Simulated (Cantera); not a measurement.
Charge: 1 mol SiH₂Cl₂, 7.7 mol O₃, held at 23.0 Pa.

Method: chemical equilibrium by Gibbs-energy minimisation in Cantera with the NASA 1993 tables (ideal gas, pure condensed phases). Candidate condensed phases: H₂O, Si, SiO₂; 30 gas species. The tables hold silica as quartz up to 1696 K and as liquid above; real silica turns to tridymite and cristobalite and melts near 1996 K. The numbers say what is thermodynamically allowed, not how fast it happens. All values below are at 1350 °C.

Base state: O₂ 0.807, HCl 0.0880, Cl 0.0684, H₂O 0.0335, OH 0.00139, O 0.00113, Cl₂ 6.81e-5, H₂ 2.13e-5 (mole fractions); condensed: SiO₂(β-quartz).

Question: What changes in the equilibrium state with this change: SiH₂Cl₂ replaced by Si₂H₆?

Answer: 
| species | before | after |
|---|---|---|
| O₂ | 0.807 | 0.726 |
| H₂O | 0.0335 | 0.269 |
| OH | 0.00139 | 0.00382 |
| HCl | 0.0880 | 0 |
| Cl | 0.0684 | 0 |
| Cl₂ | 6.81e-5 | 0 |
| ClO | 1.98e-5 | 0 |
| SiO₂(β-quartz), mol | 1.000 | 2.00 |
The feed counts by its element totals alone.
